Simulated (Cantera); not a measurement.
Input: 1 mol H2O, 8.7 mol O2, equilibrated at 3150 K and 10.0 mbar.

Equilibrium computed with Cantera from the NASA thermochemical tables; the gas is ideal and each condensed phase is pure. Candidate condensed phases: H2O; 9 gas species. Kinetics and transport are ignored.

Base state: O 0.731, O2 0.156, H 0.0924, OH 0.0187, H2 0.00142, H2O 0.000776 (mole fractions); condensed: gas only.

Problem. What changes in the equilibrium state with this change: temperature from 3150 K to 3023 K?

Solution. 
```csv
species,before,after
O,0.731,0.621
O2,0.156,0.257
H,0.0924,0.0860
OH,0.0187,0.0305
H2O,0.000776,0.00270
H2,0.00142,0.00258
```
